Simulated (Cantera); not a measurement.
## Boron, boron nitride and boron oxide: BF3 + N2

Input: 1 mol BF3, a varied amount of N2, equilibrated at 1823 K and 0.203 Torr.

These are equilibrium values from Cantera (NASA tables, ideal gas, pure condensed phases), not measurements of a reactor. Candidate condensed phases: B, BN; 13 gas species. The tables' values for BF2 are old estimates; treat these amounts as uncertain. Rates play no part.

```tsv
n(N2) (mol)	log p N2	log p BF3	log p F	log p BF2	log p BF	log p N
0.2	-4.35	-3.65	-6.68	-6.69	-9.71	-12.43
0.34	-4.16	-3.70	-6.71	-6.71	-9.71	-12.34
0.58	-4.00	-3.77	-6.74	-6.75	-9.71	-12.26
0.97	-3.88	-3.86	-6.79	-6.79	-9.71	-12.20
1.6	-3.78	-3.98	-6.85	-6.85	-9.71	-12.15
2.7	-3.71	-4.14	-6.93	-6.93	-9.71	-12.11
4.6	-3.65	-4.32	-7.02	-7.02	-9.71	-12.09
7.7	-3.62	-4.51	-7.11	-7.12	-9.71	-12.07
13	-3.60	-4.72	-7.22	-7.22	-9.71	-12.06
```
log p: log10 of the partial pressure in bar; nothing condenses.

From 0.2 mol N2 to 13 mol N2 nothing is condensed. The main B-bearing gas is BF3 throughout.
